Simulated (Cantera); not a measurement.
## Diamond growth

A diamond (100) surface in a fixed gas of H2 with x(CH4) = 0.0076, x(H) = 0.00038, at 1175 K, 17.3 Torr; coverages are run to steady state.

Computed with Cantera and the Harris–Goodwin 1993 mechanism for the reconstructed diamond (100) surface.

```tsv
x(CH3)	growth (µm/h)	θ c6HH	θ c6H*	θ c6*H	θ c6**	θ c6HM
1e-06	0.00111	0.508	0.0330	0.444	0.0147	1.18e-5
2.9e-06	0.00321	0.508	0.0330	0.444	0.0147	3.41e-5
8.2e-06	0.00906	0.508	0.0330	0.444	0.0147	9.63e-5
2.3e-05	0.0253	0.508	0.0330	0.444	0.0146	0.000270
6.7e-05	0.0727	0.507	0.0329	0.443	0.0144	0.000781
0.00019	0.199	0.506	0.0328	0.441	0.0137	0.00218
0.00055	0.522	0.502	0.0325	0.437	0.0121	0.00608
0.0016	1.22	0.491	0.0317	0.426	0.00898	0.0163
0.0045	2.37	0.470	0.0301	0.405	0.00516	0.0403
```
θ: site fractions in the mechanism's names (c6HH fully hydrogenated, c6H* and c6*H radical sites, c6** diradical, c6HM methylated).
